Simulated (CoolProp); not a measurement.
A single-stage vapour-compression cycle with neopentane: evaporating at 290.15 K (dew point), condensing at 324.15 K (bubble point), superheat 0 K, subcooling 8 K, compressor efficiency 0.9, no pressure losses. Each further row changes one setting.

Model: reference Helmholtz-energy equation of state, Lemmon 2006, in CoolProp. It is a short technical equation, of lower accuracy than the large ones.

| case | cooling COP | pressure ratio | discharge temperature (K) | refrigerating effect (kJ/kg) | volumetric capacity (kJ/m³) |
|---|---|---|---|---|---|
| as stated | 6.94 | 2.77 | 324.2 | 249 | 1040 |
| evaporating temperature 295.15 K | 8.48 | 2.35 | 324.2 | 256 | 1250 |
| condensing temperature 319.15 K | 8.37 | 2.42 | 319.1 | 261 | 1090 |
| subcooling 13 K | 7.28 | 2.77 | 324.2 | 261 | 1090 |
| superheat 10 K | 7.05 | 2.77 | 326.1 | 266 | 1060 |
| compressor efficiency 0.8 | 6.17 | 2.77 | 324.2 | 249 | 1040 |

The compression ends wet for: as stated; evaporating temperature 295.15 K; condensing temperature 319.15 K; subcooling 13 K; compressor efficiency 0.8.
